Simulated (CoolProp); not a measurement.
Saturation properties of ethanol.

Model: reference Helmholtz-energy equation of state, Schroeder 2014, in CoolProp.

```csv
T (K),p (MPa),liquid density (kg/m³),vapour Z,liquid conductivity (mW/(m K))
315.5,0.02016,769.9,0.9892,160
323.4,0.02976,762.9,0.9858,159
331.3,0.04300,755.7,0.9817,158
339.1,0.06065,748.4,0.9769,156
347,0.08437,740.9,0.9712,155
354.9,0.1154,733.1,0.9646,154
362.7,0.1547,725.2,0.9570,153
370.6,0.2053,716.8,0.9483,151
378.5,0.2685,708.1,0.9385,150
386.3,0.3457,699.1,0.9276,149
394.2,0.4411,689.5,0.9154,148
402.1,0.5564,679.4,0.9019,146
409.9,0.6926,668.8,0.8872,145
417.8,0.8559,657.5,0.8710,144
```

It boils at 351.6 K under 1 atm.

Thermal conductivity comes from a separate model (Assael 2013).
